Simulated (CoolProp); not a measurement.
Vapour-liquid equilibrium of n-octane (1) + n-dodecane (2) at 0.00531 MPa; x and y are mole fractions of (1).

The numbers come from the multi-fluid Helmholtz-energy mixture model, Beckmüller 2019 and Lemmon 2004; pair parameters Bell 2016 in CoolProp.

```tsv
x	bubble temperature, mixture model (°C)	bubble temperature, Raoult's law (°C)	y, mixture model	y, Raoult's law
0.05	107.3	105.6	0.490	0.529
0.15	88.5	86.5	0.815	0.834
0.25	77.0	75.3	0.912	0.920
0.35	69.0	67.7	0.952	0.955
0.45	63.0	62.1	0.972	0.973
0.55	58.3	57.7	0.983	0.983
0.65	54.4	54.1	0.990	0.990
0.75	51.2	51.0	0.994	0.994
0.85	48.4	48.4	0.997	0.997
0.95	46.1	46.1	0.999	0.999
```

The largest gap from Raoult's law is +2.0 K in bubble temperature, at x = 0.15. No azeotrope shows between x = 0.05 and 0.95.

The pair parameters rest on a limited set of measurements; away from them the model extrapolates.
